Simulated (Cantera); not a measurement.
A Cantera script and its output.

```python
import numpy as np
import cantera as ct

gas = ct.Solution("gri30.yaml")
gas.TPX = 675, 19000, {'CH4': 1, 'CO': 0.15, 'O2': 2.31, 'N2': 6.69, 'CO2': 0.22}
flame = ct.FreeFlame(gas, width=0.13)
flame.set_refine_criteria(ratio=3, slope=0.08, curve=0.16)
flame.transport_model = "mixture-averaged"
flame.solve(loglevel=0, auto=True)
z, T = flame.grid, flame.T
thick = (T[-1] - T[0]) / np.gradient(T, z).max()
show = ['CH4', 'CO', 'O2', 'HCN', 'O', 'CH2']
print(f"laminar burning velocity  {flame.velocity[0] * 100:.3f} cm/s")
print(f"burnt temperature         {T[-1]:.1f} K")
print(f"thermal thickness         {thick * 1e3:.4f} mm")
print(f"grid points               {len(z)}")
z0 = z[flame.heat_release_rate.argmax()]
print(f"{'z/mm':>9s}{'T/K':>9s}{'u/(m/s)':>9s}" + "".join(f"{s:>11s}" for s in show))
rows = []
for k in (-3, -2, -1.5, -1, -0.5, -0.25, 0, 0.25, 0.5, 1, 2, 4, 8):
    zz = z0 + k * thick
    rows.append([k * thick, np.interp(zz, z, T), np.interp(zz, z, flame.velocity),
                 *(np.interp(zz, z, flame.X[gas.species_index(s)]) for s in show)])
    print(f"{rows[-1][0] * 1e3:9.3f}{rows[-1][1]:9.1f}{rows[-1][2]:9.3f}" + "".join(f"{x:11.3e}" for x in rows[-1][3:]))
```

Output:

```
laminar burning velocity  262.956 cm/s
burnt temperature         2390.0 K
thermal thickness         1.1867 mm
grid points               161
     z/mm      T/K  u/(m/s)        CH4         CO         O2        HCN          O        CH2
   -3.560    675.1    2.632  9.636e-02  1.446e-02  2.226e-01  4.105e-12  5.825e-09  6.109e-14
   -2.373    675.9    2.639  9.612e-02  1.444e-02  2.222e-01  7.902e-11  1.050e-07  2.266e-11
   -1.780    679.8    2.660  9.560e-02  1.448e-02  2.215e-01  5.857e-10  5.352e-07  6.487e-10
   -1.187    714.9    2.814  9.265e-02  1.525e-02  2.182e-01  1.009e-08  4.108e-06  2.353e-08
   -0.593   1005.9    4.025  7.083e-02  2.626e-02  1.933e-01  2.111e-07  7.138e-05  1.702e-06
   -0.297   1388.5    5.636  4.009e-02  4.649e-02  1.528e-01  7.661e-07  4.233e-04  2.693e-05
    0.000   1766.4    7.255  1.120e-02  6.849e-02  1.032e-01  1.827e-06  2.219e-03  7.696e-05
    0.297   1930.2    7.961  1.330e-03  7.202e-02  7.110e-02  1.785e-06  6.435e-03  2.566e-05
    0.593   1966.0    8.101  8.965e-05  6.462e-02  5.756e-02  8.506e-07  9.725e-03  2.143e-06
    1.187   1989.3    8.162  3.663e-07  5.286e-02  4.991e-02  1.231e-07  1.147e-02  9.202e-09
    2.373   2017.5    8.241  3.359e-11  4.469e-02  4.667e-02  2.961e-09  1.158e-02  9.553e-13
    4.747   2055.9    8.371  1.603e-15  4.202e-02  4.518e-02  2.031e-11  1.086e-02  1.067e-16
    9.493   2113.8    8.569  1.095e-17  4.025e-02  4.364e-02  8.640e-13  9.508e-03  4.926e-17
```

Computed with Cantera and GRI-Mech 3.0 (53 species, 325 reactions). Burning velocities carry a grid error of a few per cent, more on coarse grids.
